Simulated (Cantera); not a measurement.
What does this Cantera script print?

```python
import numpy as np
import cantera as ct

gas_names = """
    B BCL BCL2 BCL3 BH BH2 BH3 BO BOCL BO2 B2 B2O B2O2 B2O3 B3O3CL3 B3O3H3 CL CLO CL2 H HBO HBO2 HCL
    HOCL HO2 H2 H2O H2O2 H3B3O6 O OH O2 O3
""".split()
cond_names = """
    B(b) B(L) B2O3(L) B3O3H3(cr) H2O(s) H2O(L)
""".split()


# ... load() reads the species with a 1 bar reference pressure and builds the phases ...
atoms = {
    'BCl3': {'B': 1, 'CL': 3},
    'H2O': {'H': 2, 'O': 1},
}
top_T = {}  # K; cautious upper limits of use, not melting points


# ... equilibrate(T, P, feed) seeds the gas with the atoms and calls Mixture.equilibrate('TP', solver="vcs", rtol=1e-11, max_steps=5000) ...
results = []
feed = {'BCl3': 1, 'H2O': 2.1}  # mol
T = 1200  # K
P = 13000  # Pa
mix = equilibrate(T, P, feed)
results.append((T, P, feed, dict(zip(mix.species_names, mix.species_moles))))
print(gas.report(threshold=0.001))
for i in range(1, mix.n_phases):
    print(f"{mix.phase(i).name:16s} {mix.phase_moles(i):12.5e} mol")
```

Output:

```
       temperature   1200 K
          pressure   13000 Pa
           density   0.043564 kg/m^3
  mean mol. weight   33.435 kg/kmol
   phase of matter   gas

                          1 kg             1 kmol
                     ---------------   ---------------
          enthalpy        -2.674e+06       -8.9405e+07  J
   internal energy       -2.9724e+06       -9.9382e+07  J
           entropy              7528         2.517e+05  J/K
    Gibbs function       -1.1708e+07       -3.9144e+08  J
 heat capacity c_p            1036.8             34663  J/K
 heat capacity c_v            788.07             26349  J/K

                      mass frac. Y      mole frac. X     chem. pot. / RT
                     ---------------   ---------------   ---------------
               HCL           0.90826           0.83294           -36.235
               H2O          0.089287           0.16571            -53.54
     [  +31 minor]         0.0024532         0.0013479

B(b)              0.00000e+00 mol
B2O3(L)           4.96773e-01 mol
B3O3H3(cr)        0.00000e+00 mol
```

Cantera equilibrium calculation (NASA polynomials, part measured and part estimated; ideal gas, pure solids and liquids). Gases not in the tables: H3BO3.
